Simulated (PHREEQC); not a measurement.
Synthetic water in mmol/kgw, 92 °C, pH 2.2, pe 12.7: Na 74.5; K 0.635; Ca 6.32; Mg 20.6; Cl 11.9; S(6) 64.8; Si 1.04; O(0) (counted as O atoms) 0.163; N(5) 0.0297; Pb 0.0628; P 0.05; Cu(2) 0.0476.

Valence states are taken as typed.

The numbers come from PHREEQC with the ion-association model, wateq4f.dat.

Each row changes one thing in this solution. No solid was allowed to form.

| case | ionic strength (mol/kgw) | HSO4- (mol/kgw) | SO4-2 (mol/kgw) | MgSO4 (mol/kgw) | Mg+2 (mol/kgw) | Ca+2 (mol/kgw) | SI of Chalcedony (SiO2) | SI of Anglesite (PbSO4) |
|---|---|---|---|---|---|---|---|---|
| as made | 0.121 | 0.0274 | 0.0187 | 0.0132 | 0.00740 | 0.00374 | -0.05 | +0.12 |
| Mg from 20.6 to 61.8 mmol/kgw | 0.152 | 0.0173 | 0.0126 | 0.0313 | 0.0305 | 0.00453 | -0.05 | -0.03 |
| temperature from 92 to 70 °C at the same typed pH | 0.131 | 0.0201 | 0.0252 | 0.0130 | 0.00761 | 0.00350 | +0.13 | +0.31 |

Species that the database lacks are ignored. Some of these states are supersaturated (in Anglesite, Quartz (slow to form), for instance). H3PO4, which wateq4f.dat lacks, is added to it with the constant of phreeqc.dat. Constants without temperature data keep their 25 °C values here. The database has no phosphate complexes of Pb, Cu.
